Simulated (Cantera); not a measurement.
An isothermal, constant-pressure homogeneous reactor starts with CH₄ : CO₂ : H₂ = 1 : 0.92 : 0.27 (molar parts), at 1825 K and 7.50 bar. Integrator tolerance rtol = 1e-08.

Detailed kinetics in Cantera: GRI-Mech 3.0 (53 species, 325 reactions).

Question: What does this change do: pressure from 7.50 bar to 0.280 bar?

Answer: 
```json
[
 {"quantity": "x(CH₄) at 2.00 s", "before": "0.0105 (gas-phase equilibrium 0.00960)", "after": "0.00259 (gas-phase equilibrium 0.000521)"},
 {"quantity": "x(CO₂) at 2.00 s", "before": "0.000532 (gas-phase equilibrium 1.53e-5)", "after": "0.00350 (gas-phase equilibrium 3.97e-7)"},
 {"quantity": "x(H₂) at 2.00 s", "before": "0.530 (gas-phase equilibrium 0.533)", "after": "0.524 (gas-phase equilibrium 0.542)"},
 {"quantity": "x(C₂H₂) at 2.00 s", "before": "0.00565 (gas-phase equilibrium 0.00468)", "after": "0.0186 (gas-phase equilibrium 0.00944)"},
 {"quantity": "x(H₂O) at 2.00 s", "before": "0.00245 (gas-phase equilibrium 7.04e-5)", "after": "0.0165 (gas-phase equilibrium 1.88e-6)"},
 {"quantity": "x(C₂H) at 2.00 s", "before": "1.22e-8 (gas-phase equilibrium 1.01e-8)", "after": "2.10e-7 (gas-phase equilibrium 1.04e-7)"},
 {"quantity": "x(C₂H₄) at 2.00 s", "before": "0.000440 (gas-phase equilibrium 0.000367)", "after": "5.45e-5 (gas-phase equilibrium 2.80e-5)"}
]
```

Question: What does this change do: 0.14 parts H2O added?

Answer: 
```tsv
quantity	before	after
x(CH₄) at 2.00 s	0.0105 (gas-phase equilibrium 0.00960)	0.00370 (gas-phase equilibrium 6.11e-5)
x(CO₂) at 2.00 s	0.000532 (gas-phase equilibrium 1.53e-5)	0.00330 (gas-phase equilibrium 0.00238)
x(H₂) at 2.00 s	0.530 (gas-phase equilibrium 0.533)	0.537 (gas-phase equilibrium 0.545)
x(C₂H₂) at 2.00 s	0.00565 (gas-phase equilibrium 0.00468)	0.000653 (gas-phase equilibrium 1.77e-7)
x(H₂O) at 2.00 s	0.00245 (gas-phase equilibrium 7.04e-5)	0.0158 (gas-phase equilibrium 0.0115)
x(C₂H) at 2.00 s	1.22e-8 (gas-phase equilibrium 1.01e-8)	1.40e-9 (gas-phase equilibrium <1e-12)
x(C₂H₄) at 2.00 s	0.000440 (gas-phase equilibrium 0.000367)	5.16e-5 (gas-phase equilibrium 1.42e-8)
```
